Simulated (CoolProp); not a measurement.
Vapour-liquid equilibrium of R134a (1) + dimethyl ether (2) at 328.5 K; x and y are mole fractions of (1).

Computed with CoolProp (multi-fluid Helmholtz-energy mixture model, Tillner-Roth 1994 and Wu 2011; pair parameters Bell 2016).

**Question.** Give the bubble pressure and the first vapour's composition at x = 0.275, 0.8, 0.95. Is there an azeotrope?

**Answer.** x = 0.275: 12.85 bar, y = 0.282; x = 0.8: 14.19 bar, y = 0.830; x = 0.95: 14.82 bar, y = 0.960. y crosses x between x = 0.125 and 0.2: the model has an azeotrope there.

Pair parameters are fitted to limited data, so mixtures are less certain than the pure fluids.
